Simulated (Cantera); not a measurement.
A freely propagating, adiabatic, planar premixed flame of H₂ : O₂ : N₂ = 1 : 0.5 : 1.88 (molar parts), unburnt at 325 K and 1.00 bar; mixture-averaged transport, grid criteria slope 0.08 and curve 0.16, no radiation.

Model: the H2/O2 subset of GRI-Mech 3.0, which has no nitrogen chemistry, integrated in Cantera. Burning velocities carry a grid error of a few per cent, more on coarse grids.

### Question
Predict: laminar burning velocity; thermal thickness; peak x(O); peak x(H₂O₂); peak x(HO₂).

### Answer
```json
{
 "laminar_burning_velocity": "265 cm/s",
 "thermal_thickness": "0.357 mm",
 "peak x(O)": "0.00999",
 "peak x(H₂O₂)": "0.000113",
 "peak x(HO₂)": "0.000495"
}
```
